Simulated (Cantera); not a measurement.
A closed system holds: 1 mol H2O, 0.04 mol SO2, 2.2 mol O2, equilibrated at 798.15 K and 28000 Pa.

Method: chemical equilibrium by Gibbs-energy minimisation in Cantera with the NASA 1993 tables (ideal gas, pure condensed phases). Candidate condensed phases: H2O, H2SO4, S; 19 gas species. Equilibrium is a limit: real reactors are often held back by kinetics, nucleation or transport.

Base state: O2 0.677, H2O 0.310, SO3 0.0116, SO2 0.000747, H2SO4 6.95e-5 (mole fractions); condensed: gas only.

Q: What changes in the equilibrium state with this change: SO2 from 0.04 to 0.82 mol?

A: 
```csv
species,before,after
O2,0.677,0.500
H2O,0.310,0.274
SO3,0.0116,0.209
SO2,0.000747,0.0157
H2SO4,6.95e-5,0.00110
```

Q: What changes in the equilibrium state with this change: SO2 from 0.04 to 0.013 mol?

A: 
| species | before | after |
|---|---|---|
| O2 | 0.677 | 0.684 |
| H2O | 0.310 | 0.312 |
| SO3 | 0.0116 | 0.00379 |
| SO2 | 0.000747 | 0.000243 |
| H2SO4 | 6.95e-5 | 2.28e-5 |
